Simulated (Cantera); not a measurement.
**Thermodynamics of aluminium nitride and oxide growth, feed AlI3 + N2O + N2 + O2**

Charge: 1 mol AlI3, 2.6 mol N2O, 16 mol N2, 10 mol O2, equilibrated at 49000 Pa.

These are equilibrium values from Cantera (NASA tables, ideal gas, pure condensed phases), not measurements of a reactor. Candidate condensed phases: Al, AlI3, AlN, Al2O3, I2; 21 gas species. Equilibrium is a limit: real reactors are often held back by kinetics, nucleation or transport.

From 1425 K to 2025 K the condensed part is Al2O3(s).

```json
[
 {"T (K)": "1425", "x N2": "0.581", "x O2": "0.329", "x I": "0.0848", "x NO": "0.000894", "x I2": "0.00448", "n Al2O3(s)": "0.500"},
 {"T (K)": "1475", "x N2": "0.580", "x O2": "0.329", "x I": "0.0875", "x NO": "0.00116", "x I2": "0.00306", "n Al2O3(s)": "0.500"},
 {"T (K)": "1525", "x N2": "0.579", "x O2": "0.328", "x I": "0.0893", "x NO": "0.00148", "x I2": "0.00210", "n Al2O3(s)": "0.500"},
 {"T (K)": "1575", "x N2": "0.578", "x O2": "0.328", "x I": "0.0905", "x NO": "0.00186", "x I2": "0.00147", "n Al2O3(s)": "0.500"},
 {"T (K)": "1625", "x N2": "0.578", "x O2": "0.327", "x I": "0.0913", "x NO": "0.00230", "x I2": "0.00103", "n Al2O3(s)": "0.500"},
 {"T (K)": "1675", "x N2": "0.578", "x O2": "0.327", "x I": "0.0919", "x NO": "0.00281", "x I2": "0.000742", "n Al2O3(s)": "0.500"},
 {"T (K)": "1725", "x N2": "0.577", "x O2": "0.327", "x I": "0.0923", "x NO": "0.00340", "x I2": "0.000541", "n Al2O3(s)": "0.500"},
 {"T (K)": "1775", "x N2": "0.577", "x O2": "0.326", "x I": "0.0925", "x NO": "0.00407", "x I2": "0.000401", "n Al2O3(s)": "0.500"},
 {"T (K)": "1825", "x N2": "0.576", "x O2": "0.326", "x I": "0.0927", "x NO": "0.00481", "x I2": "0.000301", "n Al2O3(s)": "0.500"},
 {"T (K)": "1875", "x N2": "0.576", "x O2": "0.325", "x I": "0.0929", "x NO": "0.00565", "x I2": "0.000229", "n Al2O3(s)": "0.500"},
 {"T (K)": "1925", "x N2": "0.575", "x O2": "0.325", "x I": "0.0930", "x NO": "0.00657", "x I2": "0.000177", "n Al2O3(s)": "0.500"},
 {"T (K)": "1975", "x N2": "0.575", "x O2": "0.324", "x I": "0.0930", "x NO": "0.00758", "x I2": "0.000139", "n Al2O3(s)": "0.500"},
 {"T (K)": "2025", "x N2": "0.574", "x O2": "0.323", "x I": "0.0931", "x NO": "0.00868", "x I2": "0.000110", "n Al2O3(s)": "0.500"}
]
```
x: gas mole fraction; n: condensed amount in mol.
